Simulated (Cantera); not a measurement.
Adiabatic ignition

An adiabatic, constant-volume homogeneous reactor starts with 7.06 % CH3OH, 16.0 % O2, 76.9 % N2, equivalence ratio 0.66, at 1673 K and 290000 Pa.

Computed with Cantera and GRI-Mech 3.0 (53 species, 325 reactions). GRI-Mech 3.0 was tuned for natural gas; its chemistry of methanol as a main component is partial and can be far from experiment.

| t (s) | T (K) | P (bar) | x CH3OH | x O2 | x NO | x CH4 | x H2O2 | x NO2 |
|---|---|---|---|---|---|---|---|---|
| 2.00e-6 | 1673 | 2.90 | 0.0701 | 0.160 | 2.63e-12 | 1.12e-5 | 2.83e-6 | <1e-12 |
| 6.30e-6 | 1675 | 2.91 | 0.0684 | 0.159 | 1.50e-11 | 6.41e-5 | 5.35e-5 | <1e-12 |
| 1.98e-5 | 1792 | 3.19 | 0.0396 | 0.141 | 6.17e-10 | 0.000208 | 0.000409 | 1.38e-10 |
| 6.25e-5 | 2797 | 5.12 | <1e-12 | 0.0546 | 0.000927 | <1e-12 | 7.72e-7 | 7.19e-7 |
| 0.000197 | 2798 | 5.12 | <1e-12 | 0.0529 | 0.00448 | <1e-12 | 7.74e-7 | 3.42e-6 |
| 0.000620 | 2787 | 5.10 | <1e-12 | 0.0497 | 0.0114 | <1e-12 | 7.38e-7 | 8.48e-6 |
| 0.00195 | 2780 | 5.08 | <1e-12 | 0.0476 | 0.0160 | <1e-12 | 7.13e-7 | 1.17e-5 |
| 0.00615 | 2780 | 5.08 | <1e-12 | 0.0474 | 0.0163 | <1e-12 | 7.12e-7 | 1.19e-5 |
| 0.0194 | 2780 | 5.08 | <1e-12 | 0.0474 | 0.0163 | <1e-12 | 7.12e-7 | 1.19e-5 |
| 0.0610 | 2780 | 5.08 | <1e-12 | 0.0474 | 0.0163 | <1e-12 | 7.12e-7 | 1.19e-5 |
| 0.192 | 2780 | 5.08 | <1e-12 | 0.0474 | 0.0163 | <1e-12 | 7.12e-7 | 1.19e-5 |
| 0.605 | 2780 | 5.08 | <1e-12 | 0.0474 | 0.0163 | <1e-12 | 7.12e-7 | 1.19e-5 |
| 1.91 | 2780 | 5.08 | <1e-12 | 0.0474 | 0.0163 | <1e-12 | 7.12e-7 | 1.19e-5 |
| 6.00 | 2780 | 5.08 | <1e-12 | 0.0474 | 0.0163 | <1e-12 | 7.12e-7 | 1.19e-5 |
x: mole fraction; the columns are a selection and need not sum to one.

```
Item                                                               Value
---------------------------------  -------------------------------------
time of steepest temperature rise                                24.8 µs
temperature at 6.00 s                                             2780 K
equilibrium temperature                                           2780 K
x(CH3OH) at 6.00 s                 <1e-12 (gas-phase equilibrium <1e-12)
x(O2) at 6.00 s                    0.0474 (gas-phase equilibrium 0.0474)
x(NO) at 6.00 s                    0.0163 (gas-phase equilibrium 0.0163)
```
